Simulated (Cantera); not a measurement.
Input (Python, Cantera):

```python
import numpy as np
import cantera as ct

surf = ct.Interface("ptcombust.yaml", "Pt_surf")
gas = surf.adjacent["gas"]
gas.TPX = 1000, 101325, {'H2': 0.025, 'O2': 0.2, 'N2': 0.79, 'H2O': 0.065}
surf.TP = 1000, 101325
reactor = ct.FlowReactor(gas, clone=False)
reactor.area = 0.0001  # m2
reactor.surface_area_to_volume_ratio = 410  # 1/m
reactor.mass_flow_rate = 0.42 * reactor.area * gas.density  # inlet velocity 0.42 m/s
reactor.energy_enabled = False
wall = ct.ReactorSurface(surf, reactor, clone=False)
net = ct.ReactorNet([reactor])
net.rtol, net.atol = 1e-8, 1e-16
show, cover = ['H2', 'O2', 'H2O'], ['PT(S)', 'H(S)', 'O(S)', 'OH(S)', 'CO(S)', 'C(S)']

rows = []
print(f"{'z/m':>9s}{'u/(m/s)':>9s}" + "".join(f"{s:>13s}" for s in show + cover))
for z in [0.00019, 0.00033, 0.00059, 0.001, 0.0019, 0.0033, 0.0059, 0.01, 0.019]:
    net.advance(z)
    rows.append([reactor.speed, *gas[show].X, *surf[cover].coverages])
    print(f"{z:9.4g}{rows[-1][0]:9.3g}" + "".join(f"{x:13.4e}" for x in rows[-1][1:]))
```

Result:

```
      z/m  u/(m/s)           H2           O2          H2O        PT(S)         H(S)         O(S)        OH(S)        CO(S)         C(S)
  0.00019    0.416   4.9716e-03   1.7769e-01   7.9127e-02   1.8569e-01   7.3270e-07   8.0927e-01   5.0240e-03  -1.6974e-26  -1.2479e-28
  0.00033    0.416   1.9402e-03   1.7644e-01   8.2286e-02   1.7420e-01   6.5883e-07   8.2084e-01   4.9474e-03  -5.8110e-27  -4.1965e-29
  0.00059    0.415   3.6441e-04   1.7579e-01   8.3928e-02   1.6878e-01   6.2500e-07   8.2629e-01   4.9101e-03   1.2229e-27   7.9411e-30
    0.001    0.415   2.7125e-05   1.7565e-01   8.4279e-02   1.6767e-01   6.1813e-07   8.2741e-01   4.9023e-03   7.4726e-28   5.1261e-30
   0.0019    0.415   9.2100e-08   1.7564e-01   8.4308e-02   1.6758e-01   6.1758e-07   8.2750e-01   4.9017e-03   7.0969e-28   4.8888e-30
   0.0033    0.415   4.2604e-10   1.7564e-01   8.4308e-02   1.6758e-01   6.1758e-07   8.2750e-01   4.9017e-03   5.1009e-27   3.5930e-29
   0.0059    0.415   4.0713e-10   1.7564e-01   8.4308e-02   1.6758e-01   6.1758e-07   8.2750e-01   4.9017e-03   5.7342e-28   3.9501e-30
     0.01    0.415   4.0336e-10   1.7564e-01   8.4309e-02   1.6758e-01   6.1758e-07   8.2750e-01   4.9017e-03   9.5761e-28   3.1804e-30
    0.019    0.415   4.0072e-10   1.7564e-01   8.4309e-02   1.6758e-01   6.1758e-07   8.2750e-01   4.9017e-03   5.6547e-26   1.9936e-30
```

Detailed kinetics in Cantera: Deutschmann's 1995 Pt surface mechanism with GRI-Mech 3.0 gas chemistry. Catalytic surfaces can have several steady states; this one follows from the mechanism file's or the stated starting coverage. Mass transfer to the wall is taken as infinitely fast.
